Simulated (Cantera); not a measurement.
Gas mixture: 100 % CO, at 50.3 Torr, frozen composition.

Cantera's kinetic-theory transport with the Lennard-Jones parameters of GRI-Mech 3.0, ideal gas; thermal conductivity in the multicomponent form.

One state of this run: ρ (kg/m³) = 0.0347; cp (J/kg/K) = 1098; μ (µPa s) = 30.7; λ (mW/m/K) = 47.0; Pr = 0.718; D (cm²/s) H = 70.2; D (cm²/s) OH = 17.9; D (cm²/s) NH3 = 13.9. D: mixture-averaged diffusion coefficient of that species in the mixture.

Which value of T (K) does it belong to?
(A) 2150
(B) 1400
(C) 1150
(D) 650

D, 650
